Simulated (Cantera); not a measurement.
Cantera run:

```python
import numpy as np
import cantera as ct

gas_names = [...]  # 93 gases of nasa_gas.yaml made of C, H, N, Ti
cond_names = """
    C(gr) C6H6(L) C7H8(L) C8H18(L),n-octa Ti(a) Ti(b) Ti(L) TiC(s) TiC(L) TiN(s) TiN(L)
""".split()


# ... load() reads the species with a 1 bar reference pressure and builds the phases ...
atoms = {
    'Ti(NMe2)4': {'Ti': 1, 'C': 8, 'H': 24, 'N': 4},
    'NH3': {'N': 1, 'H': 3},
    'N2': {'N': 2},
}
top_T = {'C(gr)': 4500}  # K; cautious upper limits of use, not melting points


# ... equilibrate(T, P, feed) seeds the gas with the atoms and calls Mixture.equilibrate('TP', solver="vcs", rtol=1e-11, max_steps=5000) ...
results = []
feed = {'Ti(NMe2)4': 1, 'NH3': 0.12, 'N2': 12}  # mol
T = 2050  # K
P = 2000  # Pa
mix = equilibrate(T, P, feed)
results.append((T, P, feed, dict(zip(mix.species_names, mix.species_moles))))
x = sorted(zip(gas.X, gas.species_names), reverse=True)
print(f"T = {T:g} K  P = {P:g} Pa  gas = {mix.phase_moles(0):.4g} mol")
print("   x: " + "  ".join(f"{s} {v:.3e}" for v, s in x if v > 1e-06))
print("   condensed (mol): " + ("  ".join(f"{mix.phase(i).name} {mix.phase_moles(i):.4g}"
      for i in range(1, mix.n_phases) if mix.phase_moles(i) > 1e-12) or "none"))
```

Output:

```
T = 2050 K  P = 2000 Pa  gas = 26.38 mol
   x: N2 5.283e-01  H2 4.512e-01  H 1.077e-02  HCN 8.722e-03  HNC 5.415e-04  C2H2,acetylene 4.790e-04  CN 5.485e-06  C2N2 1.520e-06  CH4 1.518e-06
   condensed (mol): C(gr) 6.73  TiC(s) 1
```

Cantera equilibrium calculation (NASA polynomials, part measured and part estimated; ideal gas, pure solids and liquids). The feed counts by its element totals alone. TiC: taken at fixed stoichiometry.
